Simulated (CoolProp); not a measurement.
Vapour-liquid equilibrium of R143a (1) + dimethyl ether (2) at 9.55 bar; x and y are mole fractions of (1).

Model: multi-fluid Helmholtz-energy mixture model, Lemmon and Jacobsen 2000 and Wu 2011; pair parameters Bell 2016, in CoolProp.

Task: Give the bubble temperature and the first vapour's composition at x = 0.05, 0.2, 0.65. Is there an azeotrope?

Result: x = 0.05: 313.7 K, y = 0.093; x = 0.2: 307.8 K, y = 0.323; x = 0.65: 295.0 K, y = 0.767. No azeotrope shows between x = 0.05 and 0.95.

Pair parameters are fitted to limited data, so mixtures are less certain than the pure fluids.
